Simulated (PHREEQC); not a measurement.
1 kg of water holding 0.007 mol MgCl2 and 0.073 mol KCl is evaporated at 60 °C; the solids stay in contact with the brine. CO2 from the air is kept out. Only these solids could form: Bischofite, Brucite, Carnallite, Sylvite, MgCl2_4H2O.

Model: Pitzer model, pitzer.dat, run in PHREEQC.

Task: Predict ionic strength, Cl in solution (mol/kgw) at water left (kg) = 0.07809, 0.06418, 0.03564.

Result: 
```
water left (kg)  ionic strength  Cl in solution (mol/kgw)
---------------  --------------  ------------------------
0.07809                    1.20                      1.11
0.06418                    1.46                      1.36
0.03564                    2.64                      2.44
```

Away from 25 °C the constants follow the database's enthalpies or fits; those with neither stay at their 25 °C values.
